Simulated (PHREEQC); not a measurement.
**Spent oxide etchant: speciation**

Dissolve 0.13 mol/kgw HF, 0.025 mol/kgw H2SiF6, 0.085 mol/kgw HBF4 and 0.019 mol/kgw H2SO4 at 25 °C. Closed to the air; pH follows from the charge balance.

Model: ion-association model, phreeqc.dat, run in PHREEQC.

```json
{
 "pH": "0.90",
 "ionic_strength": "0.187 mol/kgw",
 "activity_of_water": "0.993",
 "total_alkalinity": "-658 meq/kg"
}
```

```json
[
 {"species": "H+", "molality": "0.159", "activity": "0.127", "log γ": "-0.097"},
 {"species": "HF", "molality": "0.128", "activity": "0.134", "log γ": "0.019"},
 {"species": "BF4-", "molality": "0.0848", "activity": "0.0635", "log γ": "-0.125"},
 {"species": "SiF6-2", "molality": "0.0250", "activity": "0.00762", "log γ": "-0.516"},
 {"species": "HSO4-", "molality": "0.0158", "activity": "0.0118", "log γ": "-0.125"},
 {"species": "SO4-2", "molality": "0.00320", "activity": "0.000959", "log γ": "-0.523"},
 {"species": "F-", "molality": "0.000987", "activity": "0.000703", "log γ": "-0.147"},
 {"species": "HF2-", "molality": "0.000482", "activity": "0.000361", "log γ": "-0.125"},
 {"species": "BF3OH-", "molality": "0.000231", "activity": "0.000173", "log γ": "-0.125"},
 {"species": "BF2(OH)2-", "molality": "2.35e-6", "activity": "1.76e-6", "log γ": "-0.125"},
 {"species": "H3BO3", "molality": "6.24e-7", "activity": "6.52e-7", "log γ": "0.019"}
]
```

Precipitation was switched off in this run. SiF6-2 is the database's only silicon fluoride. Real BF4- forms and hydrolyses slowly; the run takes it at equilibrium.
